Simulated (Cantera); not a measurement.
## Equilibrium for carbothermic reduction: Fe3O4 + CH4 + N2 + C

Feed: 1 mol Fe3O4, 0.47 mol CH4, 0.25 mol N2, 0.39 mol C, equilibrated at 1.28 Torr.

Cantera equilibrium calculation (NASA polynomials, part measured and part estimated; ideal gas, pure solids and liquids). Candidate condensed phases: C, C6H6, C7H8, C8H18, Fe, Fe(CO)5, FeO, Fe(OH)2, Fe(OH)3, Fe2O3, Fe3O4, H2O; 140 gas species. Each liquid is taken as pure. Mutual solubility and eutectic melting of coexisting phases are not modelled. The tables' stoichiometric FeO is somewhat more stable than real wüstite, so its field is too wide. FeO: taken at fixed stoichiometry. Kinetics and transport are ignored.

```json
[
 {"T (K)": "1648", "x CO": "0.365", "x Fe": "0.00153", "x H2": "0.310", "x H2O": "0.147", "x N2": "0.122", "x CO2": "0.0541", "x FeO": "5.19e-6", "x H": "0.00120", "x OH": "2.57e-5", "x O2": "1.75e-8", "x O": "8.13e-8", "n Fe(γ)": "0.270", "n FeO(s)": "2.73", "n Fe(δ)": "0", "n FeO(l)": "0", "n Fe(l)": "0"},
 {"T (K)": "1723", "x CO": "0.368", "x Fe": "0.00537", "x H2": "0.310", "x H2O": "0.144", "x N2": "0.121", "x CO2": "0.0488", "x FeO": "2.30e-5", "x H": "0.00246", "x OH": "6.29e-5", "x O2": "8.28e-8", "x O": "3.97e-7", "n Fe(γ)": "0", "n FeO(s)": "0", "n Fe(δ)": "0.248", "n FeO(l)": "2.74", "n Fe(l)": "0"},
 {"T (K)": "1798", "x CO": "0.367", "x Fe": "0.0168", "x H2": "0.307", "x H2O": "0.140", "x N2": "0.120", "x CO2": "0.0439", "x FeO": "8.91e-5", "x H": "0.00473", "x OH": "0.000142", "x O2": "3.41e-7", "x O": "1.69e-6", "n Fe(γ)": "0", "n FeO(s)": "0", "n Fe(δ)": "0.210", "n FeO(l)": "2.75", "n Fe(l)": "0"},
 {"T (K)": "1873", "x CO": "0.358", "x Fe": "0.0465", "x H2": "0.295", "x H2O": "0.136", "x N2": "0.116", "x CO2": "0.0401", "x FeO": "0.000308", "x H": "0.00850", "x OH": "0.000304", "x O2": "1.33e-6", "x O": "6.62e-6", "n Fe(γ)": "0", "n FeO(s)": "0", "n Fe(δ)": "0", "n FeO(l)": "2.76", "n Fe(l)": "0.140"},
 {"T (K)": "1948", "x CO": "0.332", "x Fe": "0.110", "x H2": "0.265", "x H2O": "0.132", "x N2": "0.107", "x CO2": "0.0377", "x FeO": "0.000962", "x H": "0.0141", "x OH": "0.000635", "x O2": "5.42e-6", "x O": "2.51e-5", "n Fe(γ)": "0", "n FeO(s)": "0", "n Fe(δ)": "0", "n FeO(l)": "2.74", "n Fe(l)": "0"},
 {"T (K)": "2023", "x CO": "0.295", "x Fe": "0.161", "x H2": "0.203", "x H2O": "0.164", "x N2": "0.101", "x CO2": "0.0511", "x FeO": "0.00275", "x H": "0.0207", "x OH": "0.00175", "x O2": "4.53e-5", "x O": "0.000130", "n Fe(γ)": "0", "n FeO(s)": "0", "n Fe(δ)": "0", "n FeO(l)": "2.59", "n Fe(l)": "0"},
 {"T (K)": "2098", "x CO": "0.251", "x Fe": "0.214", "x H2": "0.141", "x H2O": "0.191", "x N2": "0.0927", "x CO2": "0.0688", "x FeO": "0.00724", "x H": "0.0281", "x OH": "0.00451", "x O2": "0.000369", "x O": "0.000639", "n Fe(γ)": "0", "n FeO(s)": "0", "n Fe(δ)": "0", "n FeO(l)": "2.40", "n Fe(l)": "0"},
 {"T (K)": "2173", "x CO": "0.200", "x Fe": "0.265", "x H2": "0.0888", "x H2O": "0.204", "x N2": "0.0837", "x CO2": "0.0885", "x FeO": "0.0178", "x H": "0.0349", "x OH": "0.0107", "x O2": "0.00287", "x O": "0.00295", "n Fe(γ)": "0", "n FeO(s)": "0", "n Fe(δ)": "0", "n FeO(l)": "2.16", "n Fe(l)": "0"},
 {"T (K)": "2248", "x CO": "0.142", "x Fe": "0.320", "x H2": "0.0487", "x H2O": "0.184", "x N2": "0.0696", "x CO2": "0.0991", "x FeO": "0.0409", "x H": "0.0393", "x OH": "0.0223", "x O2": "0.0198", "x O": "0.0124", "n Fe(γ)": "0", "n FeO(s)": "0", "n Fe(δ)": "0", "n FeO(l)": "1.71", "n Fe(l)": "0"}
]
```
x: gas mole fraction; n: condensed amount in mol.

At 1648 K the condensed part is Fe(γ) + FeO(s). From 1723 K to 1798 K the condensed part is Fe(δ) + FeO(l). At 1873 K the condensed part is Fe(l) + FeO(l). From 1948 K to 2248 K the condensed part is FeO(l). The main Fe-bearing gas is Fe throughout. The share of Fe in condensed phases is highest at 1648 K (99.9 %) and lowest at 2248 K (57.1 %).
